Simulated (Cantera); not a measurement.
Cantera run, input and output.

```python
import numpy as np
import cantera as ct

gas = ct.Solution("gri30.yaml")
gas.TPX = 1625, 46000, {'CH4': 1, 'C2H6': 0.27, 'C3H8': 0.15, 'O2': 3.7, 'N2': 13.9, 'H2O': 5}
reactor = ct.IdealGasReactor(gas, energy="on", clone=False)
net = ct.ReactorNet([reactor])
net.rtol, net.atol = 1e-08, 1e-16
show = ['CH4', 'C2H6', 'C3H8', 'HCN', 'H', 'CO2']
times = np.geomspace(2e-06, 5, 15)

steps = ct.SolutionArray(gas, extra=["t"])
rows = []
print(f"{'t/s':>10s}{'T/K':>9s}{'P/Pa':>11s}" + "".join(f"{s:>11s}" for s in show))
for t in times:
    while net.time < t:
        t_next = net.step()
        steps.append(gas.state, t=t_next)
    rows.append([np.interp(t, steps.t, y) for y in (steps.T, steps.P, *steps(*show).X.T)])
    print(f"{t:10.3e}{rows[-1][0]:9.1f}{rows[-1][1]:11.4g}" + "".join(f"{x:11.3e}" for x in rows[-1][2:]))
rate = np.gradient(steps.T, steps.t)
print("integrator steps:", len(steps.t))
if steps.T.max() > steps.T[0] + 200:
    print(f"time of steepest temperature rise: {steps.t[rate.argmax()]:.4e} s")
gas.TPX = 1625, 46000, {'CH4': 1, 'C2H6': 0.27, 'C3H8': 0.15, 'O2': 3.7, 'N2': 13.9, 'H2O': 5}
gas.equilibrate("UV")
print(f"equilibrium (UV): T = {gas.T:.1f} K  " + "  ".join(f"{s} {gas[s].X[0]:.3e}" for s in show))
```

Output:

```
       t/s      T/K       P/Pa        CH4       C2H6       C3H8        HCN          H        CO2
 2.000e-06   1622.4  4.594e+04  4.160e-02  1.113e-02  6.089e-03  3.342e-14  2.412e-05  2.975e-08
 5.728e-06   1617.5  4.584e+04  4.144e-02  1.081e-02  5.739e-03  2.918e-12  4.777e-05  1.197e-06
 1.641e-05   1608.6  4.572e+04  4.059e-02  9.652e-03  4.619e-03  1.358e-10  1.008e-04  2.496e-05
 4.699e-05   1635.4    4.7e+04  3.555e-02  5.564e-03  1.537e-03  4.878e-09  2.951e-04  3.196e-04
 1.346e-04   2444.1   7.46e+04  9.751e-16  5.146e-30  2.049e-44  1.521e-11  1.918e-02  4.183e-02
 3.855e-04   2658.2  7.991e+04  1.950e-15  6.747e-30  5.088e-44  1.006e-10  1.045e-02  4.660e-02
 1.104e-03   2675.4  8.031e+04  2.226e-15  7.684e-30  6.613e-44  2.094e-10  9.766e-03  4.713e-02
 3.162e-03   2671.2  8.017e+04  2.309e-15  8.181e-30  7.220e-44  4.114e-10  9.648e-03  4.705e-02
 9.057e-03   2666.9  8.002e+04  2.399e-15  8.723e-30  7.901e-44  6.155e-10  9.527e-03  4.696e-02
 2.594e-02   2666.3      8e+04  2.412e-15  8.804e-30  8.006e-44  6.451e-10  9.510e-03  4.695e-02
 7.430e-02   2666.3      8e+04  2.412e-15  8.805e-30  8.006e-44  6.451e-10  9.510e-03  4.695e-02
 2.128e-01   2666.3      8e+04  2.412e-15  8.805e-30  8.006e-44  6.451e-10  9.510e-03  4.695e-02
 6.095e-01   2666.3      8e+04  2.412e-15  8.805e-30  8.006e-44  6.451e-10  9.510e-03  4.695e-02
 1.746e+00   2666.3      8e+04  2.412e-15  8.805e-30  8.006e-44  6.451e-10  9.510e-03  4.695e-02
 5.000e+00   2666.3      8e+04  2.412e-15  8.805e-30  8.006e-44  6.451e-10  9.510e-03  4.695e-02
integrator steps: 1634
time of steepest temperature rise: 8.8086e-05 s
equilibrium (UV): T = 2666.3 K  CH4 3.118e-15  C2H6 1.372e-29  C3H8 1.353e-43  HCN 6.451e-10  H 9.510e-03  CO2 4.695e-02
```

Computed with Cantera and GRI-Mech 3.0 (53 species, 325 reactions).
